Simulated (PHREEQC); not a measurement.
## Copper plating or etch bath

Consider water at 25 °C with 0.047 mol/kgw CuCl2, 0.0023 mol/kgw H2SO4 and 0.005 mol/kgw NaCl. It is in equilibrium with CO2 at log p = -3.5 (atm). Otherwise closed; pH follows from the charge balance.

Equilibrium calculation in PHREEQC: ion-association model, phreeqc.dat.

```
Item                         Result
--------------------  -------------
pH                             2.44
ionic strength        0.140 mol/kgw
specific conductance    10500 µS/cm
density                 1.003 g/cm³
total alkalinity       -4.60 meq/kg
```

| species | molality | activity | log γ |
|---|---|---|---|
| Cl- | 0.0949 | 0.0704 | -0.130 |
| Cu+2 | 0.0420 | 0.0152 | -0.440 |
| Na+ | 0.00499 | 0.00382 | -0.116 |
| H+ | 0.00444 | 0.00360 | -0.091 |
| CuCl+ | 0.00388 | 0.00289 | -0.128 |
| CuSO4 | 0.00106 | 0.00110 | 0.014 |
| SO4-2 | 0.00106 | 0.000353 | -0.479 |
| HSO4- | 0.000162 | 0.000124 | -0.117 |

Precipitation was switched off in this run. Complexes and solids missing from the database can't appear.
